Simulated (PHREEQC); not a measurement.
Solution (20 °C): 0.95 mol/kgw HCl, 0.042 mol/kgw ZnSO4 and 0.00083 mol/kgw Fe2(SO4)3. Closed to the air; pH follows from the charge balance.

Equilibrium calculation in PHREEQC: ion-association model, wateq4f.dat.

Task: The ionic strength comes out as 0.998 mol/kgw. What activity coefficients do FeCl+2, ZnCl4-2, FeHSO4+2, Cl-, ZnCl3- get?

Result: FeCl+2 0.17, ZnCl4-2 0.17, FeHSO4+2 0.39, Cl- 0.60, ZnCl3- 0.60.

No solid was allowed to form. Ionic strength above about 0.7 mol/kgw puts this run outside the model's range. Complexes and solids missing from the database can't appear.
